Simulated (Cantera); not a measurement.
Charge: 1 mol SiCl4, 3.1 mol HCl, 14 mol H2, equilibrated at 1125 K and 0.100 bar.

Method: chemical equilibrium by Gibbs-energy minimisation in Cantera with the NASA 1993 tables (ideal gas, pure condensed phases). Candidate condensed phases: Si; 19 gas species. The tables' values for SiCl3 are old estimates; treat these amounts as uncertain. Rates play no part.

Base state: H2 0.768, HCl 0.176, SiCl4 0.0501, SiHCl3 0.00379, SiCl3 0.000990, SiCl2 0.000241, SiH2Cl2 3.52e-5 (mole fractions); condensed: gas only.

Q: What changes in the equilibrium state with this change: temperature from 1125 K to 875 K?

A: 
```json
[
 {"species": "H2", "before": "0.768", "after": "0.773"},
 {"species": "HCl", "before": "0.176", "after": "0.172"},
 {"species": "SiCl4", "before": "0.0501", "after": "0.0547"},
 {"species": "SiCl2", "before": "0.000241", "after": "3.03e-8"},
 {"species": "SiCl3", "before": "0.000990", "after": "5.35e-6"}
]
```

Q: What changes in the equilibrium state with this change: temperature from 1125 K to 1425 K?

A: 
| species | before | after |
|---|---|---|
| H2 | 0.768 | 0.714 |
| HCl | 0.176 | 0.233 |
| SiCl2 | 0.000241 | 0.0268 |
| SiCl4 | 0.0501 | 0.0137 |
| H | 1.23e-7 | 1.82e-5 |
| SiCl3 | 0.000990 | 0.00965 |
| SiH2Cl2 | 3.52e-5 | 0.000121 |
| SiHCl3 | 0.00379 | 0.00329 |

Q: What changes in the equilibrium state with this change: H2 from 14 to 0.41 mol?

A: 
| species | before | after |
|---|---|---|
| HCl | 0.176 | 0.688 |
| SiCl4 | 0.0501 | 0.221 |
| H2 | 0.768 | 0.0902 |
| SiH2Cl2 | 3.52e-5 | 1.40e-7 |
| SiCl2 | 0.000241 | 8.18e-6 |
| SiHCl3 | 0.00379 | 0.000503 |
